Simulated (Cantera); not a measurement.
# Adiabatic ignition

An adiabatic, constant-volume homogeneous reactor starts with 20.7 % H₂, 16.7 % O₂, 62.7 % N₂, equivalence ratio 0.62, at 1425 K and 5.00 bar.

Computed with Cantera and GRI-Mech 3.0 (53 species, 325 reactions). The hydrogen kinetics of GRI-Mech 3.0 are dated; newer H2 mechanisms differ, most at raised pressure.

```csv
t (s),T (K),P (bar),x H₂,x O₂,x OH,x N₂O,x NO,x NO₂
2.00e-6,1425,5.00,0.207,0.167,2.16e-5,1.28e-10,6.03e-12,<1e-12
4.78e-6,2529,8.30,0.0211,0.0652,0.0324,1.05e-6,8.12e-5,8.67e-8
1.14e-5,2907,9.30,0.00867,0.0642,0.0263,2.84e-6,0.000718,7.47e-7
2.74e-5,2906,9.30,0.00860,0.0635,0.0261,2.84e-6,0.00224,2.32e-6
6.54e-5,2901,9.28,0.00857,0.0621,0.0257,2.85e-6,0.00549,5.64e-6
0.000156,2892,9.25,0.00852,0.0595,0.0250,2.91e-6,0.0112,1.13e-5
0.000374,2883,9.21,0.00847,0.0568,0.0242,3.04e-6,0.0173,1.72e-5
0.000894,2880,9.20,0.00846,0.0558,0.0239,3.11e-6,0.0196,1.93e-5
0.00214,2880,9.20,0.00846,0.0558,0.0239,3.11e-6,0.0197,1.94e-5
0.00511,2880,9.20,0.00846,0.0558,0.0239,3.11e-6,0.0197,1.94e-5
0.0122,2880,9.20,0.00846,0.0558,0.0239,3.11e-6,0.0197,1.94e-5
0.0292,2880,9.20,0.00846,0.0558,0.0239,3.11e-6,0.0197,1.94e-5
0.0699,2880,9.20,0.00846,0.0558,0.0239,3.11e-6,0.0197,1.94e-5
0.167,2880,9.20,0.00846,0.0558,0.0239,3.11e-6,0.0197,1.94e-5
0.400,2880,9.20,0.00846,0.0558,0.0239,3.11e-6,0.0197,1.94e-5
```
x: mole fraction; the columns are a selection and need not sum to one.

```json
{
  "time_of_steepest_temperature_rise": "3.66 µs",
  "temperature at 0.400 s": "2880 K",
  "equilibrium_temperature": "2880 K",
  "x(H₂) at 0.400 s": "0.00846 (gas-phase equilibrium 0.00846)",
  "x(O₂) at 0.400 s": "0.0558 (gas-phase equilibrium 0.0558)",
  "x(OH) at 0.400 s": "0.0239 (gas-phase equilibrium 0.0239)"
}
```
